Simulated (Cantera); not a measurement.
# CCl₄ + CH₄ (fluorocarbon and chlorocarbon gases)

Feed: 1 mol CCl₄, 0.094 mol CH₄, held at 0.0420 bar.

Cantera equilibrium calculation (NASA polynomials, part measured and part estimated; ideal gas, pure solids and liquids). Candidate condensed phases: C, C₆H₆, C₇H₈, C₈H₁₈; 91 gas species. The tables' values for CCl are old estimates; treat these amounts as uncertain. Kinetics and transport are ignored.

| T (°C) | log p Cl | log p HCl | log p C₃ | log p H | log p C | log p C₂ | log p Cl₂ | n C(graphite) |
|---|---|---|---|---|---|---|---|---|
| 2302 | -1.42 | -2.41 | -5.81 | -4.07 | -6.34 | -6.84 | -4.07 | 1.09 |
| 2402 | -1.42 | -2.43 | -5.20 | -3.74 | -5.80 | -6.22 | -4.26 | 1.09 |
| 2502 | -1.42 | -2.46 | -4.64 | -3.45 | -5.30 | -5.65 | -4.44 | 1.09 |
| 2602 | -1.42 | -2.50 | -4.11 | -3.20 | -4.83 | -5.11 | -4.61 | 1.07 |
| 2702 | -1.42 | -2.57 | -3.62 | -2.99 | -4.40 | -4.62 | -4.77 | 1.01 |
| 2802 | -1.43 | -2.68 | -3.17 | -2.83 | -3.99 | -4.15 | -4.92 | 0.848 |
| 2902 | -1.44 | -2.83 | -2.74 | -2.72 | -3.61 | -3.72 | -5.09 | 0.406 |
| 3002 | -1.46 | -3.00 | -2.57 | -2.65 | -3.33 | -3.46 | -5.25 | 0 |
log p: log10 of the partial pressure in bar; n: condensed amount in mol.

From 2302 °C to 2902 °C the condensed part is C(graphite). At 3002 °C nothing is condensed. The main C-bearing gas is C₃ throughout. The share of C in condensed phases is highest at 2302 °C (99.9 %) and lowest at 3002 °C (0.0 %).
